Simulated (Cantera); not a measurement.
A Cantera script and what it prints.

```python
import numpy as np
import cantera as ct

gas_names = [...]  # 92 gases of nasa_gas.yaml made of C, H, N
cond_names = """
    C(gr) C6H6(L) C7H8(L) C8H18(L),n-octa
""".split()


# ... load() reads the species with a 1 bar reference pressure and builds the phases ...
atoms = {
    'toluene': {'C': 7, 'H': 8},
    'NH3': {'N': 1, 'H': 3},
    'N2': {'N': 2},
}
top_T = {'C(gr)': 4500}  # K; cautious upper limits of use, not melting points


# ... equilibrate(T, P, feed) seeds the gas with the atoms and calls Mixture.equilibrate('TP', solver="vcs", rtol=1e-11, max_steps=5000) ...
results = []
feed = {'toluene': 1, 'NH3': 0.43, 'N2': 1.7}  # mol
P = 110  # Pa
for T in [1698, 1748, 1798, 1848, 1898, 1948, 1998, 2048, 2098, 2148]:
    mix = equilibrate(T, P, feed)
    results.append((T, P, feed, dict(zip(mix.species_names, mix.species_moles))))

top = {s: max(r[3][s] / sum(r[3][g] for g in gas_names) for r in results) for s in gas_names}
cols = sorted((s for s in top if top[s] > 1e-06), key=lambda s: -top[s])[:9]
seen = [c for c in cond_names if any(r[3].get(c, 0) > 1e-12 for r in results)]
print("log10 of partial pressures in bar; condensed amounts in mol")
print(f"{'T/K':>10s}" + "".join(f"{s[:9]:>10s}" for s in cols + seen))
for T, P, feed, n in results:
    ng = sum(n[g] for g in gas_names)
    print(f"{T:10.4g}" + "".join(f"{np.log10(max(n[s] / ng * P / 1e5, 1e-99)):10.3f}" for s in cols)
          + "".join(f"{n.get(c, 0):10.4g}" for c in seen))
```

Output:

```
log10 of partial pressures in bar; condensed amounts in mol
       T/K        H2        N2         H       HCN C2H2,acet       HNC        CN       C2H      C2N2     C(gr)
      1698    -3.111    -3.495    -5.395    -5.744    -7.253    -7.270   -10.016   -11.795   -10.687     6.988
      1748    -3.112    -3.496    -5.197    -5.630    -7.060    -7.103    -9.634   -11.301   -10.412     6.984
      1798    -3.114    -3.497    -5.010    -5.522    -6.877    -6.945    -9.272   -10.835   -10.154      6.98
      1848    -3.117    -3.499    -4.834    -5.421    -6.706    -6.796    -8.931   -10.395    -9.910     6.974
      1898    -3.120    -3.501    -4.667    -5.326    -6.545    -6.656    -8.608    -9.978    -9.679     6.967
      1948    -3.126    -3.504    -4.510    -5.237    -6.394    -6.525    -8.303    -9.585    -9.461     6.958
      1998    -3.132    -3.507    -4.361    -5.154    -6.253    -6.402    -8.013    -9.212    -9.255     6.948
      2048    -3.141    -3.512    -4.221    -5.078    -6.121    -6.286    -7.738    -8.859    -9.060     6.936
      2098    -3.153    -3.517    -4.088    -5.007    -5.999    -6.179    -7.478    -8.524    -8.876     6.922
      2148    -3.168    -3.524    -3.964    -4.942    -5.886    -6.079    -7.230    -8.207    -8.702     6.906
```

Cantera equilibrium calculation (NASA polynomials, part measured and part estimated; ideal gas, pure solids and liquids).
